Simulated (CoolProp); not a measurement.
Vapour-liquid equilibrium of R143a (1) + fluoroethane (R161) (2) at 228.2 K; x and y are mole fractions of (1).

Values from CoolProp's multi-fluid Helmholtz-energy mixture model, Lemmon and Jacobsen 2000 and Wu 2012; pair parameters Bell 2016.

```json
[
 {"x": "0.05", "bubble pressure (MPa)": "0.07374", "y at the bubble point": "0.081", "dew pressure at overall composition x (MPa)": "0.07276", "liquid density (mol/L)": "17.03"},
 {"x": "0.15", "bubble pressure (MPa)": "0.07853", "y at the bubble point": "0.225", "dew pressure at overall composition x (MPa)": "0.07598", "liquid density (mol/L)": "16.64"},
 {"x": "0.25", "bubble pressure (MPa)": "0.08305", "y at the bubble point": "0.349", "dew pressure at overall composition x (MPa)": "0.07942", "liquid density (mol/L)": "16.27"},
 {"x": "0.35", "bubble pressure (MPa)": "0.08737", "y at the bubble point": "0.460", "dew pressure at overall composition x (MPa)": "0.08308", "liquid density (mol/L)": "15.91"},
 {"x": "0.45", "bubble pressure (MPa)": "0.09151", "y at the bubble point": "0.560", "dew pressure at overall composition x (MPa)": "0.08697", "liquid density (mol/L)": "15.56"},
 {"x": "0.55", "bubble pressure (MPa)": "0.09554", "y at the bubble point": "0.652", "dew pressure at overall composition x (MPa)": "0.09109", "liquid density (mol/L)": "15.22"},
 {"x": "0.65", "bubble pressure (MPa)": "0.09947", "y at the bubble point": "0.737", "dew pressure at overall composition x (MPa)": "0.09546", "liquid density (mol/L)": "14.89"},
 {"x": "0.75", "bubble pressure (MPa)": "0.1033", "y at the bubble point": "0.817", "dew pressure at overall composition x (MPa)": "0.1001", "liquid density (mol/L)": "14.57"},
 {"x": "0.85", "bubble pressure (MPa)": "0.1071", "y at the bubble point": "0.893", "dew pressure at overall composition x (MPa)": "0.1049", "liquid density (mol/L)": "14.25"},
 {"x": "0.95", "bubble pressure (MPa)": "0.1109", "y at the bubble point": "0.965", "dew pressure at overall composition x (MPa)": "0.1101", "liquid density (mol/L)": "13.95"}
]
```

No azeotrope shows between x = 0.05 and 0.95.

Pair parameters are fitted to limited data, so mixtures are less certain than the pure fluids.
